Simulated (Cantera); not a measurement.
# Pyrogenic steam for wet oxidation

An isothermal, constant-pressure homogeneous reactor starts with 20.7 % H2, 31.0 % O2, 46.4 % N2, 1.89 % H2O, at 1175 K and 150 Torr.

Model: GRI-Mech 3.0 (53 species, 325 reactions), integrated in Cantera. The temperature is held fixed by assumption; the heat of reaction is taken as removed at once.

```csv
t (s),x H2,x O2,x HO2,x N2O,x NO
0.000800,0.000990,0.229,3.17e-5,3.96e-8,3.28e-6
0.00153,0.000233,0.229,1.26e-5,4.35e-8,3.27e-6
0.00293,5.86e-5,0.230,4.33e-6,4.54e-8,3.25e-6
0.00559,1.53e-5,0.230,1.50e-6,4.64e-8,3.24e-6
0.0107,4.33e-6,0.230,5.61e-7,4.71e-8,3.24e-6
0.0205,1.42e-6,0.230,2.32e-7,4.76e-8,3.25e-6
0.0391,5.51e-7,0.230,1.05e-7,4.79e-8,3.26e-6
0.0748,2.39e-7,0.230,5.07e-8,4.81e-8,3.27e-6
0.143,1.12e-7,0.230,2.67e-8,4.82e-8,3.28e-6
0.273,5.47e-8,0.230,1.59e-8,4.80e-8,3.28e-6
0.523,2.82e-8,0.230,1.16e-8,4.72e-8,3.28e-6
1.00,1.60e-8,0.230,1.06e-8,4.56e-8,3.28e-6
```
x: mole fraction; the columns are a selection and need not sum to one.

Equilibrium at this temperature and pressure: H2 8.86e-9, O2 0.230, HO2 1.15e-8, N2O 3.54e-9, NO 0.000137 (gas phase only).
